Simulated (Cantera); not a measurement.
A perfectly stirred reactor is fed with H2 : O2 = 0.098 : 1 (molar parts), equivalence ratio 0.049, at 14.3 Torr; it is held at 1325 K, and followed from long to short residence time.

Cantera simulation using GRI-Mech 3.0 (53 species, 325 reactions); the numbers are that mechanism's predictions, not measurements. Radical loss at walls, strong at low pressure, is not modelled. The temperature is held fixed by assumption; the heat of reaction is taken as removed at once.

### Question
What does this change do: temperature 1325 to 1473 K?

### Answer
| quantity | before | after |
|---|---|---|
| x(H2) at τ = 21.0 s | 2.97e-5 | 3.26e-5 |
| x(O2) at τ = 21.0 s | 0.906 | 0.905 |
| x(H2O2) at τ = 21.0 s | 3.15e-8 | 1.41e-8 |
| x(O) at τ = 21.0 s | 0.000399 | 0.000579 |
| x(H) at τ = 21.0 s | 1.11e-5 | 1.46e-5 |
| x(H2) at τ = 0.270 s | 0.000471 | 0.000529 |
| x(O2) at τ = 0.270 s | 0.898 | 0.894 |
| x(H2O2) at τ = 0.270 s | 1.20e-7 | 5.96e-8 |
| x(O) at τ = 0.270 s | 0.00693 | 0.00997 |
| x(H) at τ = 0.270 s | 0.000811 | 0.00104 |

### Question
What does this change do: H2 0.098 to 0.19 parts?

### Answer
```
quantity                  before     after
----------------------  --------  --------
x(H2) at τ = 21.0 s      2.97e-5   5.23e-5
x(O2) at τ = 21.0 s        0.906     0.826
x(H2O2) at τ = 21.0 s    3.15e-8   5.37e-8
x(O) at τ = 21.0 s      0.000399  0.000370
x(H) at τ = 21.0 s       1.11e-5   1.49e-5
x(H2) at τ = 0.270 s    0.000471  0.000877
x(O2) at τ = 0.270 s       0.898     0.818
x(H2O2) at τ = 0.270 s   1.20e-7   2.15e-7
x(O) at τ = 0.270 s      0.00693   0.00666
x(H) at τ = 0.270 s     0.000811   0.00114
```
